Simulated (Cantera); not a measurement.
A Cantera script and its output.

```python
import numpy as np
import cantera as ct

gas = ct.Solution("gri30.yaml")
gas.TPX = 398, 13332, {'CH3OH': 1, 'O2': 1.15, 'N2': 3.23}
flame = ct.FreeFlame(gas, width=0.16)
flame.set_refine_criteria(ratio=3, slope=0.08, curve=0.16)
flame.transport_model = "mixture-averaged"
flame.solve(loglevel=0, auto=True)
z, T = flame.grid, flame.T
thick = (T[-1] - T[0]) / np.gradient(T, z).max()
show = ['CH3OH', 'O2', 'HCO', 'CH3', 'C2H2', 'OH']
print(f"laminar burning velocity  {flame.velocity[0] * 100:.3f} cm/s")
print(f"burnt temperature         {T[-1]:.1f} K")
print(f"thermal thickness         {thick * 1e3:.4f} mm")
print(f"grid points               {len(z)}")
z0 = z[flame.heat_release_rate.argmax()]
print(f"{'z/mm':>9s}{'T/K':>9s}{'u/(m/s)':>9s}" + "".join(f"{s:>11s}" for s in show))
rows = []
for k in (-3, -2, -1.5, -1, -0.5, -0.25, 0, 0.25, 0.5, 1, 2, 4, 8):
    zz = z0 + k * thick
    rows.append([k * thick, np.interp(zz, z, T), np.interp(zz, z, flame.velocity),
                 *(np.interp(zz, z, flame.X[gas.species_index(s)]) for s in show)])
    print(f"{rows[-1][0] * 1e3:9.3f}{rows[-1][1]:9.1f}{rows[-1][2]:9.3f}" + "".join(f"{x:11.3e}" for x in rows[-1][3:]))
```

Output:

```
laminar burning velocity  126.971 cm/s
burnt temperature         2309.5 K
thermal thickness         1.3371 mm
grid points               157
     z/mm      T/K  u/(m/s)      CH3OH         O2        HCO        CH3       C2H2         OH
   -4.011    398.1    1.273  1.854e-01  2.131e-01  8.389e-21  1.542e-12  3.180e-11  1.761e-16
   -2.674    399.5    1.285  1.843e-01  2.118e-01  3.317e-17  2.082e-11  6.404e-10  1.106e-13
   -2.006    406.4    1.317  1.826e-01  2.096e-01  8.126e-15  1.457e-10  4.710e-09  1.312e-11
   -1.337    470.6    1.556  1.760e-01  2.014e-01  2.666e-11  5.371e-09  6.730e-08  6.357e-09
   -0.669    894.7    3.127  1.318e-01  1.607e-01  6.622e-07  2.744e-06  9.116e-07  5.034e-06
   -0.334   1329.4    4.870  7.311e-02  1.172e-01  9.187e-05  6.885e-05  2.356e-06  2.002e-04
    0.000   1745.5    6.699  1.418e-02  7.409e-02  6.601e-04  4.903e-04  4.847e-06  2.113e-03
    0.334   1901.5    7.404  4.741e-04  4.654e-02  1.838e-04  3.061e-04  4.403e-06  5.828e-03
    0.669   1934.1    7.525  4.016e-06  2.898e-02  7.557e-06  4.159e-05  1.311e-06  9.294e-03
    1.337   1959.9    7.584  6.747e-10  1.507e-02  1.089e-07  5.230e-07  3.292e-08  1.198e-02
    2.674   1982.8    7.624  4.766e-13  1.063e-02  5.840e-08  4.930e-10  4.827e-11  1.249e-02
    5.349   2006.4    7.689  8.112e-17  9.469e-03  5.246e-08  2.633e-14  4.587e-15  1.243e-02
   10.697   2040.3    7.798  6.030e-17  8.599e-03  4.667e-08  4.492e-15  1.006e-18  1.223e-02
```

Computed with Cantera and GRI-Mech 3.0 (53 species, 325 reactions). GRI-Mech 3.0 was tuned for natural gas; its chemistry of methanol as a main component is partial and can be far from experiment. Burning velocities carry a grid error of a few per cent, more on coarse grids.
